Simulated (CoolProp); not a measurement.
Vapour-liquid equilibrium of R143a (1) + R1234yf (2) at 240.7 K; x and y are mole fractions of (1).

Model: multi-fluid Helmholtz-energy mixture model, Lemmon and Jacobsen 2000 and Lemmon 2022; pair parameters Bell 2016, in CoolProp.

Task: Give the bubble pressure and the first vapour's composition at x = 0.25, 0.35, 0.55. Is there an azeotrope?

Result: x = 0.25: 0.1181 MPa, y = 0.424; x = 0.35: 0.1289 MPa, y = 0.537; x = 0.55: 0.1497 MPa, y = 0.715. No azeotrope shows between x = 0.05 and 0.95.

The pair parameters rest on a limited set of measurements; away from them the model extrapolates.
